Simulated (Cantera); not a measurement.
An adiabatic, constant-pressure homogeneous reactor starts with CH4 : C2H6 : C3H8 : O2 : N2 = 1 : 0.1 : 0.25 : 3 : 11.3 (molar parts), at 1500 K and 1500000 Pa. Integrator tolerance rtol = 1e-08.

Detailed kinetics in Cantera: GRI-Mech 3.0 (53 species, 325 reactions). GRI-Mech 3.0 was tuned for natural gas; its chemistry of propane as a main component is partial and can be far from experiment. The pressure lies above the range GRI-Mech 3.0 was tuned for (to about 10 atm).

### Question
What does this change do: pressure from 1500000 Pa to 52000 Pa?

### Answer
```
quantity                                                            before                                    after
---------------------------------  ---------------------------------------  ---------------------------------------
time of steepest temperature rise                                  24.2 µs                                 0.200 ms
temperature at 0.800 s                                              2952 K                                   2719 K
equilibrium temperature                                             2952 K                                   2719 K
x(CH4) at 0.800 s                  <1e-12 (gas-phase equilibrium 1.19e-12)    <1e-12 (gas-phase equilibrium <1e-12)
x(C2H6) at 0.800 s                   <1e-12 (gas-phase equilibrium <1e-12)    <1e-12 (gas-phase equilibrium <1e-12)
x(C3H8) at 0.800 s                   <1e-12 (gas-phase equilibrium <1e-12)    <1e-12 (gas-phase equilibrium <1e-12)
x(NO2) at 0.800 s                  1.72e-6 (gas-phase equilibrium 1.72e-6)  6.96e-7 (gas-phase equilibrium 6.96e-7)
x(NO) at 0.800 s                   0.00555 (gas-phase equilibrium 0.00555)  0.00634 (gas-phase equilibrium 0.00634)
x(O2) at 0.800 s                   0.00375 (gas-phase equilibrium 0.00375)  0.00940 (gas-phase equilibrium 0.00940)
```

### Question
What does this change do: initial temperature 1500 to 1675 K?

### Answer
```tsv
quantity	before	after
time of steepest temperature rise	24.2 µs	6.03 µs
temperature at 0.800 s	2952 K	3037 K
equilibrium temperature	2952 K	3037 K
x(CH4) at 0.800 s	<1e-12 (gas-phase equilibrium 1.19e-12)	1.09e-12 (gas-phase equilibrium 1.32e-12)
x(C2H6) at 0.800 s	<1e-12 (gas-phase equilibrium <1e-12)	<1e-12 (gas-phase equilibrium <1e-12)
x(C3H8) at 0.800 s	<1e-12 (gas-phase equilibrium <1e-12)	<1e-12 (gas-phase equilibrium <1e-12)
x(NO2) at 0.800 s	1.72e-6 (gas-phase equilibrium 1.72e-6)	2.51e-6 (gas-phase equilibrium 2.51e-6)
x(NO) at 0.800 s	0.00555 (gas-phase equilibrium 0.00555)	0.00728 (gas-phase equilibrium 0.00728)
x(O2) at 0.800 s	0.00375 (gas-phase equilibrium 0.00375)	0.00527 (gas-phase equilibrium 0.00527)
```
Above 3000 K some thermodynamic fits are extrapolated.
